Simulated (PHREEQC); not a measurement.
Make-up at 85 °C: 14 mmol/kgw Cu(NO3)2, 61 mmol/kgw HNO3 and 2.1 mmol/kgw KCl. Closed to the air; pH follows from the charge balance.

Equilibrium calculation in PHREEQC: ion-association model, wateq4f.dat.

| quantity | before | after |
|---|---|---|
| pH | 1.31 | 1.45 |
| ionic strength (mol/kgw) | 0.105 | 0.371 |
| CuOH+ (mol/kgw) | 1.33e-9 | 1.43e-9 |
| Cu2(OH)2+2 (mol/kgw) | 1.89e-10 | 2.17e-10 |
| SI of Tenorite (CuO) | -5.45 | -5.34 |
| SI of Cu(OH)2 (Cu(OH)2) | -6.47 | -6.36 |

**Question.** What was changed between the two runs?
A) 0.00068 mol/kgw NaOH added
B) HNO3 replaced by Fe(NO3)3 at the same molality
C) Cu(NO3)2 from 0.014 to 0.07 mol/kgw
D) diluted 10-fold with water
E) temperature from 85 to 80 °C

**Answer.** B, HNO3 replaced by Fe(NO3)3 at the same molality

Precipitation was switched off in this run. Some of these states are supersaturated (in Hematite (slow to form), Goethite (slow to form), for instance). Away from 25 °C the constants follow the database's enthalpies or fits; those with neither stay at their 25 °C values.
